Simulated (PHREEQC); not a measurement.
Solution (50 °C): 0.0036 mol/kgw H2S, 7.6e-05 mol/kgw NaOH and 0.0023 mol/kgw ZnCl2. Closed to the air; pH follows from the charge balance.

The numbers come from PHREEQC with the ion-association model, phreeqc.dat.

```
quantity                    before     after
------------------------  --------  --------
pH                            2.58      2.60
ionic strength (mol/kgw)   0.00540   0.00549
Zn(HS)2 (mol/kgw)          0.00146   0.00139
Zn+2 (mol/kgw)            0.000821  0.000899
H2S (mol/kgw)             0.000682  0.000824
ZnCl+ (mol/kgw)            2.03e-5   1.24e-5
SI of Sphalerite (ZnS)       +3.23     +3.53
SI of Halite (NaCl)          -8.12     -8.11
```

Question: Which change was made?
A. 0.006 mol/kgw FeSO4 added
B. diluted 5-fold with water
C. temperature from 50 to 35 °C
D. NaOH from 7.6e-05 to 3.8e-05 mol/kgw
E. H2S from 0.0036 to 0.018 mol/kgw

Answer: C, temperature from 50 to 35 °C

This is a speciation only: nothing precipitates in the calculation. Some of these states are supersaturated (in Sphalerite (slow to form), for instance). Away from 25 °C the constants follow the database's enthalpies or fits; those with neither stay at their 25 °C values.
